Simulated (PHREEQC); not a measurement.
**Acid rinse or clean: speciation**

Make-up at 60 °C: 0.0021 mol/kgw HCl, 0.067 mol/kgw CuSO4 and 9.5e-05 mol/kgw MnSO4. Closed to the air; pH follows from the charge balance.

Equilibrium calculation in PHREEQC: ion-association model, wateq4f.dat.

| Quantity | Value |
|---|---|
| pH | 3.33 |
| ionic strength | 0.141 mol/kgw |
| total alkalinity | -2.10 meq/kg |

```tsv
species	molality	activity	log γ
Cu+2	0.0354	0.0121	-0.468
SO4-2	0.0342	0.0106	-0.510
CuSO4	0.0313	0.0323	0.014
Cl-	0.00183	0.00132	-0.140
HSO4-	0.00152	0.00113	-0.131
H+	0.000581	0.000465	-0.096
CuCl+	0.000272	0.000199	-0.137
MnSO4	5.03e-5	5.19e-5	0.014
Mn+2	4.46e-5	1.52e-5	-0.468
Cu2(OH)2+2	2.10e-6	6.57e-7	-0.504
CuOH+	3.54e-7	2.59e-7	-0.137
CuCl2	1.92e-7	1.98e-7	0.014
MnCl+	1.09e-7	8.18e-8	-0.126
Cu(OH)2	1.12e-9	1.16e-9	0.014
```

This is a speciation only: nothing precipitates in the calculation. Constants without temperature data keep their 25 °C values here.
